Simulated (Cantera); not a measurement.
Thermodynamics of hydrogen reduction and annealing atmospheres, feed Cr₂O₃ + H₂ + H₂O

A closed system holds: 1 mol Cr₂O₃, 120 mol H₂, 0.055 mol H₂O, equilibrated at 575 °C and 0.000970 bar.

These are equilibrium values from Cantera (NASA tables, ideal gas, pure condensed phases), not measurements of a reactor. Candidate condensed phases: Cr, Cr₂O₃, H₂O; 13 gas species. Kinetics and transport are ignored.

- x(H₂): 1.000
- x(H₂O): 0.000458
- n(Cr₂O₃(s)): 1.00 mol
- gas amount: 120.1 mol
- log10 activity of Cr(s) (absent): -4.41
